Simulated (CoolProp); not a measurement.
Vapour-liquid equilibrium of R22 (1) + methanol (2) at 30.95 °C; x and y are mole fractions of (1).

Model: multi-fluid Helmholtz-energy mixture model, Kamei 1995 and de Reuck 1993; pair parameters Bell 2016, in CoolProp.

```tsv
x	bubble pressure, mixture model (kPa)	bubble pressure, Raoult's law (kPa)	y, mixture model	y, Raoult's law
0.05	119.9	82.91	0.813	0.737
0.125	251.6	172.8	0.913	0.884
0.2	368.3	262.7	0.943	0.930
0.275	471.9	352.6	0.957	0.953
0.35	564.1	442.5	0.966	0.966
0.425	646.7	532.4	0.971	0.975
0.5	721.7	622.3	0.976	0.982
0.575	791.1	712.2	0.979	0.986
0.65	857.3	802.1	0.982	0.990
0.725	923.0	892.0	0.985	0.993
0.8	991.4	981.9	0.989	0.995
0.875	1067	1072	0.992	0.997
0.95	1154	1162	0.996	0.999
```

The largest gap from Raoult's law is +45.6 % in bubble pressure, at x = 0.125. No azeotrope shows between x = 0.05 and 0.95.

Pair parameters are fitted to limited data, so mixtures are less certain than the pure fluids. The gap from Raoult's law changes sign with composition, which may be real or a fault of the pair parameters; it wasn't checked against measurements.
